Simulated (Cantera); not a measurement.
Thermodynamics of sublimation and decomposition of ceramics, feed SiC + H₂

Charge: 1 mol SiC, 0.15 mol H₂, held at 3.90 Torr.

Cantera equilibrium calculation (NASA polynomials, part measured and part estimated; ideal gas, pure solids and liquids). Candidate condensed phases: C, C₆H₆, C₇H₈, C₈H₁₈, Si, SiC; 99 gas species. Ions and electrons are included (thermal ionisation). Gases not in the tables: Si₂H₆ and higher silanes. Rates play no part.

| T (°C) | x H₂ | x Si | x C | x SiC₂ | x H | x C₃ | x C₂ | x Si₂C | x e- | x Si+ | n SiC(s) | n C(graphite) |
|---|---|---|---|---|---|---|---|---|---|---|---|---|
| 1727 | 0.977 | 0.000667 | 4.03e-9 | 1.31e-5 | 0.0223 | 1.74e-9 | 2.14e-10 | 1.83e-5 | 1.74e-10 | 1.63e-10 | 1.000 | 0 |
| 2227 | 0.450 | 0.219 | 3.20e-5 | 0.0567 | 0.234 | 9.56e-5 | 8.81e-6 | 0.0313 | 4.57e-7 | 4.52e-7 | 0.910 | 0.0494 |
| 2727 | 0.00846 | 0.435 | 0.00866 | 0.289 | 0.201 | 0.0420 | 0.00481 | 0.00528 | 1.85e-5 | 1.90e-5 | 0 | 0 |
| 3227 | 0.000432 | 0.513 | 0.138 | 0.0572 | 0.170 | 0.0800 | 0.0370 | 0.000226 | 0.000231 | 0.000236 | 0 | 0 |
| 3727 | 3.72e-5 | 0.446 | 0.388 | 0.00161 | 0.135 | 0.00550 | 0.0209 | 4.42e-6 | 0.00138 | 0.00139 | 0 | 0 |
| 4227 | 7.36e-6 | 0.428 | 0.427 | 2.62e-5 | 0.130 | 8.26e-5 | 0.00326 | 1.18e-7 | 0.00580 | 0.00580 | 0 | 0 |
| 4727 | 2.06e-6 | 0.409 | 0.426 | 8.27e-7 | 0.128 | 2.26e-6 | 0.000628 | 5.91e-9 | 0.0184 | 0.0184 | 0 | 0 |
x: gas mole fraction; n: condensed amount in mol.

At 1727 °C the condensed part is SiC(s). At 2227 °C the condensed part is C(graphite) + SiC(s). From 2727 °C to 4727 °C nothing is condensed. The main Si-bearing gas is Si throughout.
